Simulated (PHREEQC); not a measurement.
A solution holds 0.22 mol ZnSO4, 0.0045 mol KCl and 0.198 mol MnSO4 per kg of water, at 25 °C. Closed to the air; pH follows from the charge balance.

Computed with PHREEQC (ion-association model, wateq4f.dat).

This is a speciation only: nothing precipitates in the calculation.

Question: Predict the pH.

Answer: pH 5.62.

Question: In which forms is Cl present?

Answer: Cl- 88 %, MnCl+ 8.2 %, ZnCl+ 4.2 % of the Cl.

Ionic strength above about 0.7 mol/kgw puts this run outside the model's range.
